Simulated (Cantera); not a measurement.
An isothermal, constant-pressure homogeneous reactor starts with CH4 : CO2 : H2 = 1 : 0.38 : 0.17 (molar parts), at 1500 K and 750 Torr.

Computed with Cantera and GRI-Mech 3.0 (53 species, 325 reactions). GRI-Mech 3.0 stops at C3 and has no aromatics, soot or wall deposition, so with more carbon than oxygen in the feed, carbon stays in small species such as C2H2 where larger ones or solid carbon would form.

x: mole fraction; the columns are a selection and need not sum to one.

```
t (s)      x CH4   x CO2   x H2    x O2     x O     x C2H
--------  ------  ------  -----  ------  ------  --------
7.00e-5    0.645   0.245  0.110  <1e-12  <1e-12    <1e-12
0.000188   0.645   0.245  0.110  <1e-12  <1e-12    <1e-12
0.000506   0.645   0.245  0.110  <1e-12  <1e-12    <1e-12
0.00136    0.644   0.245  0.110  <1e-12  <1e-12    <1e-12
0.00366    0.641   0.245  0.112  <1e-12  <1e-12  1.49e-12
0.00984    0.633   0.243  0.117  <1e-12  <1e-12  2.46e-11
0.0265     0.608   0.238  0.135  <1e-12  <1e-12  2.00e-10
0.0711     0.547   0.222  0.179  <1e-12  <1e-12  8.29e-10
0.191      0.433   0.185  0.256  <1e-12  <1e-12         ?
0.514      0.275   0.111  0.339  <1e-12  <1e-12         ?
1.38       0.137  0.0327  0.402  <1e-12  <1e-12   6.20e-9
3.72      0.0979  0.0175  0.447  <1e-12  <1e-12   6.58e-9
10.0      0.0963  0.0129  0.482  <1e-12  <1e-12         ?
```

Complete the blanks.


- 0.191, x C2H: 2.04e-9
- 0.514, x C2H: 3.89e-9
- 10.0, x C2H: 5.20e-9
